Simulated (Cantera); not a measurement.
Gas activation for diamond growth

An isothermal, constant-pressure homogeneous reactor starts with CH4 : H2 : N2 = 0.041 : 1 : 0.013 (molar parts), at 2175 K and 0.0132 atm.

Detailed kinetics in Cantera: GRI-Mech 3.0 (53 species, 325 reactions). GRI-Mech 3.0 stops at C3 and has no aromatics, soot or wall deposition, so with more carbon than oxygen in the feed, carbon stays in small species such as C2H2 where larger ones or solid carbon would form. Radical loss at walls, strong at low pressure, is not modelled.

```json
[
 {"t (s)": "5.00e-6", "x CH4": "0.0389", "x H2": "0.949", "x H": "1.28e-5", "x C2H4": "3.73e-12", "x C2H6": "<1e-12", "x CH2": "7.80e-11", "x C2H": "<1e-12"},
 {"t (s)": "2.28e-5", "x CH4": "0.0388", "x H2": "0.949", "x H": "6.08e-5", "x C2H4": "6.56e-10", "x C2H6": "1.72e-10", "x CH2": "2.22e-9", "x C2H": "<1e-12"},
 {"t (s)": "0.000104", "x CH4": "0.0387", "x H2": "0.948", "x H": "0.000287", "x C2H4": "1.01e-7", "x C2H6": "1.34e-8", "x CH2": "7.11e-8", "x C2H": "<1e-12"},
 {"t (s)": "0.000476", "x CH4": "0.0378", "x H2": "0.948", "x H": "0.00132", "x C2H4": "8.85e-6", "x C2H6": "3.42e-7", "x CH2": "1.71e-6", "x C2H": "9.63e-11"},
 {"t (s)": "0.00217", "x CH4": "0.0331", "x H2": "0.944", "x H": "0.00577", "x C2H4": "0.000183", "x C2H6": "3.07e-6", "x CH2": "2.37e-5", "x C2H": "1.28e-7"},
 {"t (s)": "0.00993", "x CH4": "0.0125", "x H2": "0.949", "x H": "0.0125", "x C2H4": "8.51e-5", "x C2H6": "1.11e-6", "x CH2": "4.28e-5", "x C2H": "4.63e-6"},
 {"t (s)": "0.0453", "x CH4": "0.00127", "x H2": "0.950", "x H": "0.0186", "x C2H4": "3.18e-6", "x C2H6": "1.70e-8", "x CH2": "1.25e-5", "x C2H": "1.12e-5"},
 {"t (s)": "0.207", "x CH4": "9.38e-5", "x H2": "0.943", "x H": "0.0270", "x C2H4": "9.47e-7", "x C2H6": "1.28e-10", "x CH2": "2.09e-6", "x C2H": "1.70e-5"},
 {"t (s)": "0.945", "x CH4": "1.16e-5", "x H2": "0.932", "x H": "0.0381", "x C2H4": "6.67e-7", "x C2H6": "2.77e-12", "x CH2": "5.29e-7", "x C2H": "2.41e-5"},
 {"t (s)": "4.32", "x CH4": "9.07e-6", "x H2": "0.929", "x H": "0.0411", "x C2H4": "6.18e-7", "x C2H6": "1.83e-12", "x CH2": "4.83e-7", "x C2H": "2.60e-5"},
 {"t (s)": "19.7", "x CH4": "9.08e-6", "x H2": "0.929", "x H": "0.0411", "x C2H4": "6.17e-7", "x C2H6": "1.83e-12", "x CH2": "4.83e-7", "x C2H": "2.60e-5"},
 {"t (s)": "90.0", "x CH4": "9.08e-6", "x H2": "0.929", "x H": "0.0411", "x C2H4": "6.14e-7", "x C2H6": "1.83e-12", "x CH2": "4.83e-7", "x C2H": "2.58e-5"}
]
```
x: mole fraction; the columns are a selection and need not sum to one.

Equilibrium at this temperature and pressure: CH4 8.38e-6, H2 0.929, H 0.0411, C2H4 4.87e-7, C2H6 1.55e-12, CH2 4.46e-7, C2H 2.05e-5 (gas phase only).
